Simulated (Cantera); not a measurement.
An adiabatic, constant-pressure homogeneous reactor starts with H2 : O2 : N2 = 1 : 1.35 : 5.08 (molar parts), equivalence ratio 0.37, at 1350 K and 1.01 bar.

Computed with Cantera and the H2/O2 subset of GRI-Mech 3.0, which has no nitrogen chemistry.

One state of this run: T (K) = 2252; x H2 = 0.000840; x O2 = 0.120; x H2O2 = 1.80e-7; x O = 0.00172; x OH = 0.00723. x: mole fraction; the columns are a selection and need not sum to one.

Problem. Which value of t (s) does it belong to?
A) 0.000483
B) 0.0334
C) 5.82e-5
D) 0.278

Solution. A, 0.000483
